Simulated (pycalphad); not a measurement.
An equivalent pycalphad script:

```python
from pycalphad import Database, equilibrium, calculate, variables as v
import numpy as np
db = Database('COST507.tdb')
comps = ['MG', 'AL', 'SI', 'VA']
phases = ['ALMG_BETA', 'ALMG_EPS', 'ALMG_GAMMA', 'DIAMOND_A4', 'FCC_A1', 'HCP_A3', 'LIQUID', 'MG2SI']
eq = equilibrium(db, comps, phases, {v.X('AL'): 0.0035, v.X('SI'): 0.01, v.T: np.arange(1650, 349, -40), v.P: 101325, v.N: 1}, output=['HM', 'SM'])
```

CALPHAD calculation (pycalphad, COST 507 light-alloy database (1999)), 1 atm. No gas phase is included, though pure Mg would boil below 1377 °C. The data set is of 1999 and partly superseded. Phase fractions are per mole of atoms. Kinetics are ignored, which matters at the lower temperatures.

Results at three of the temperatures:

```
T = 1290.00 K, P = 101325 Pa, N = 1 mol of atoms
G = -71334 J/mol, H = 38575 J/mol, S = 85.20 J/(mol K)  (SER reference)
chemical potentials (J/mol): Mg -70616, Al -123192, Si -123978
phase             fraction      x(Mg)      x(Al)      x(Si)
LIQUID              1.0000     0.9865     0.0035     0.0100
```

```
T = 890.00 K, P = 101325 Pa, N = 1 mol of atoms
G = -39822 J/mol, H = 16010 J/mol, S = 62.73 J/(mol K)  (SER reference)
chemical potentials (J/mol): Mg -39299, Al -69111, Si -81168
phase             fraction      x(Mg)      x(Al)      x(Si)
HCP_A3              0.9701     0.9964     0.0036   1.98e-05
MG2SI               0.0299     0.6667       none     0.3333
```

```
T = 730.00 K, P = 101325 Pa, N = 1 mol of atoms
G = -30257 J/mol, H = 11127 J/mol, S = 56.69 J/(mol K)  (SER reference)
chemical potentials (J/mol): Mg -29707, Al -52492, Si -76740
phase             fraction      x(Mg)      x(Al)      x(Si)
HCP_A3              0.9700     0.9964     0.0036   7.52e-07
MG2SI               0.0300     0.6667       none     0.3333
```

Changes of the phase set, refined by bisection:

```json
[
 {"T (°C)": "639.3", "phases above": "liquid", "phases below": "hcp + liquid"},
 {"T (°C)": "636.5", "phases above": "hcp + liquid", "phases below": "hcp + liquid + MG2SI"},
 {"T (°C)": "632.0", "phases above": "hcp + liquid + MG2SI", "phases below": "hcp + MG2SI"}
]
```

Database names, with the compositions (at.%) that they take in these runs: MG2SI: Mg 67 Si 33. HCP_A3 is hcp. An entry "none" or "no" means that the model of the phase leaves that element out.
